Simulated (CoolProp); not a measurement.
Vapour-liquid equilibrium of n-octane (1) + o-xylene (2) at 89.05 °C; x and y are mole fractions of (1).

Model: multi-fluid Helmholtz-energy mixture model, Beckmüller 2019 and Zhou 2012; pair parameters Bell 2016, in CoolProp.

Question: Give the bubble pressure and the first vapour's composition at x = 0.05, 0.35, 0.8. Is there an azeotrope?

Answer: x = 0.05: 0.01880 MPa, y = 0.094; x = 0.35: 0.02361 MPa, y = 0.498; x = 0.8: 0.02980 MPa, y = 0.870. No azeotrope shows between x = 0.05 and 0.95.

The pair parameters rest on a limited set of measurements; away from them the model extrapolates.
